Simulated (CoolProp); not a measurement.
Values from CoolProp's reference Helmholtz-energy equation of state, Akasaka 2015.

Q: For R245fa, give the phase and the cp (kJ/(kg K)), isothermal compressibility (1/MPa), expansivity (1/kK) at 143.95 °C and 0.342 MPa; 143.95 °C and 1.37 MPa; 143.95 °C and 3.77 MPa.

A: 
- 143.95 °C and 0.342 MPa: gas; cp 1.09, isothermal compressibility 3.03, expansivity 2.73
- 143.95 °C and 1.37 MPa: gas; cp 1.20, isothermal compressibility 0.886, expansivity 4.43
- 143.95 °C and 3.77 MPa: liquid; cp 2.11, isothermal compressibility 0.0599, expansivity 11.1
